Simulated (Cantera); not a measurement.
# Ignition delay

Mixture: 16.8 % CH₄, 0.873 % H₂, 16.2 % O₂, 61.0 % N₂, 5.04 % H₂O, 0.134 % CO₂, at 3080 Torr, adiabatic and at constant pressure. Ignition delay is the time to a rise of 400 K.

Detailed kinetics in Cantera: GRI-Mech 3.0 (53 species, 325 reactions).

```json
[
 {"T0 (K)": "1173", "delay (ms)": "12.9"},
 {"T0 (K)": "1273", "delay (ms)": "4.87"},
 {"T0 (K)": "1373", "delay (ms)": "1.79"},
 {"T0 (K)": "1473", "delay (ms)": "0.658"},
 {"T0 (K)": "1573", "delay (ms)": "0.252"},
 {"T0 (K)": "1673", "delay (ms)": "0.103"},
 {"T0 (K)": "1773", "delay (ms)": "0.0466"},
 {"T0 (K)": "1873", "delay (ms)": "0.0234"}
]
```

- apparent activation energy between 1673 and 1873 K = 190 kJ/mol
